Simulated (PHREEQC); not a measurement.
Model water analysis in mg/L, 30 °C, pH 7.63, pe -1:

| constituent | mg/L |
|---|---|
| Na | 42.9 |
| K | 25.3 |
| Ca | 7.84 |
| Mg | 35.6 |
| Cl | 37.4 |
| S(6) as SO4 | 99.1 |
| Alkalinity as HCO3 | 158 |
| Mn(2) | 3.25 |
| Br | 1.38 |

Valence states are taken as typed.

The numbers come from PHREEQC with the ion-association model, phreeqc.dat.

No solid was allowed to form.

Estimate the ionic strength, charge-balance error.

ionic strength 0.00781 mol/kgw; charge-balance error 2.1 %.

In which forms is Mg present?

Mg+2 88 %, MgSO4 9.8 %, MgHCO3+ 1.9 % of the Mg.

Examples of supersaturated solids here: Rhodochrosite. Others may be too.
